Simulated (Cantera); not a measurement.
Feed: 1 mol SiHCl₃, 4.5 mol N₂, 0.14 mol H₂, equilibrated at 950 K and 0.170 bar.

Method: chemical equilibrium by Gibbs-energy minimisation in Cantera with the NASA 1993 tables (ideal gas, pure condensed phases). Candidate condensed phases: NH₄Cl, Si, Si₃N₄; 28 gas species. N₂ is the only nitrogen source here; it is nearly inert below about 1500 K, so the nitride shown seldom forms there in practice. The tables' values for SiCl₃ are old estimates; treat these amounts as uncertain. Equilibrium is a limit: real reactors are often held back by kinetics, nucleation or transport.

Base state: N₂ 0.723, HCl 0.148, SiCl₄ 0.0924, H₂ 0.0364, SiHCl₃ 0.000104, SiCl₃ 1.17e-5 (mole fractions); condensed: Si₃N₄(s).

Q: What changes in the equilibrium state with this change: temperature from 950 K to 2098.15 K?

A: 
```json
[
 {"species": "N₂", "before": "0.723", "after": "0.679"},
 {"species": "SiCl₂", "before": "4.95e-8", "after": "0.142"},
 {"species": "HCl", "before": "0.148", "after": "0.138"},
 {"species": "SiCl₄", "before": "0.0924", "after": "0.000462"},
 {"species": "H₂", "before": "0.0364", "after": "0.0270"},
 {"species": "Cl", "before": "<1e-9", "after": "0.00461"},
 {"species": "H", "before": "<1e-9", "after": "0.00123"},
 {"species": "SiCl", "before": "<1e-9", "after": "0.000473"},
 {"species": "Si", "before": "<1e-9", "after": "7.23e-5"},
 {"species": "SiCl₃", "before": "1.17e-5", "after": "0.00810"},
 {"species": "Si₃N₄(s), mol", "before": "0.155", "after": "0"}
]
```
The tables' values for SiCl₃, SiCl are old estimates; treat these amounts as uncertain.

Q: What changes in the equilibrium state with this change: temperature from 950 K to 1425 K?

A: 
| species | before | after |
|---|---|---|
| N₂ | 0.723 | 0.716 |
| HCl | 0.148 | 0.166 |
| SiCl₄ | 0.0924 | 0.0747 |
| SiCl₃ | 1.17e-5 | 0.0108 |
| H₂ | 0.0364 | 0.0258 |
| SiCl₂ | 4.95e-8 | 0.00609 |
| Cl | <1e-9 | 1.40e-5 |
| Si₃N₄(s), mol | 0.155 | 0.153 |
